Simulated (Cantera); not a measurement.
Input (Python, Cantera) and output of one run.

```python
import numpy as np
import cantera as ct

gas_names = """
    AL ALH ALN AL2 H H2 N NH NH2 NH3 N2 N2H2 N2H4
""".split()
cond_names = """
    AL(cr) AL(L) ALN(s)
""".split()


# ... load() reads the species with a 1 bar reference pressure and builds the phases ...
atoms = {
    'Al': {'AL': 1},
    'NH3': {'N': 1, 'H': 3},
    'H2': {'H': 2},
}
top_T = {'ALN(s)': 2750}  # K; cautious upper limits of use, not melting points


# ... equilibrate(T, P, feed) seeds the gas with the atoms and calls Mixture.equilibrate('TP', solver="vcs", rtol=1e-11, max_steps=5000) ...
results = []
feed = {'Al': 1, 'NH3': 17, 'H2': 12}  # mol
T = 750  # K
P = 1000  # Pa
mix = equilibrate(T, P, feed)
results.append((T, P, feed, dict(zip(mix.species_names, mix.species_moles))))
x = sorted(zip(gas.X, gas.species_names), reverse=True)
print(f"T = {T:g} K  P = {P:g} Pa  gas = {mix.phase_moles(0):.4g} mol")
print("   x: " + "  ".join(f"{s} {v:.3e}" for v, s in x if v > 1e-05))
print("   condensed (mol): " + ("  ".join(f"{mix.phase(i).name} {mix.phase_moles(i):.4g}"
      for i in range(1, mix.n_phases) if mix.phase_moles(i) > 1e-12) or "none"))
```

Result:

```
T = 750 K  P = 1000 Pa  gas = 45.5 mol
   x: H2 8.242e-01  N2 1.758e-01  NH3 1.603e-05
   condensed (mol): ALN(s) 1
```

These are equilibrium values from Cantera (NASA tables, ideal gas, pure condensed phases), not measurements of a reactor.
